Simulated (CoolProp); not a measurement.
A closed Brayton cycle with carbon dioxide: compressor inlet 322.15 K and 8.6 MPa, high pressure 23.4 MPa, turbine inlet 710 K, compressor efficiency 0.89, turbine efficiency 0.93, recuperator effectiveness 0.9 (on enthalpy, no pinch check). Each further row changes one setting.

The numbers come from the reference Helmholtz-energy equation of state, Span 1996 in CoolProp.

```
case                           thermal efficiency (%)  net work (kJ/kg)  compressor to turbine work  compressor exit (K)  turbine exit (K)
-----------------------------  ----------------------  ----------------  --------------------------  -------------------  ----------------
as stated                                         ___              68.2                        0.40                399.5             596.9
turbine inlet 660 K                              28.3              58.2                        0.44                399.5               ___
compressor inlet 332.15 K                         ___               ___                        0.46                  ___             596.9
high pressure 19.9 MPa                            ___              60.2                        0.38                  ___             614.8
recuperator effectiveness 0.5                    21.9              68.2                        0.40                399.5             596.9
```

**Question.** Some entries are withheld; supply them.

**Answer.** 
- as stated, thermal efficiency (%): 30.9
- turbine inlet 660 K, turbine exit (K): 551.2
- compressor inlet 332.15 K, thermal efficiency (%): 29.5
- compressor inlet 332.15 K, net work (kJ/kg): 61.0
- compressor inlet 332.15 K, compressor exit (K): 417.6
- high pressure 19.9 MPa, thermal efficiency (%): 30.1
- high pressure 19.9 MPa, compressor exit (K): 386.8
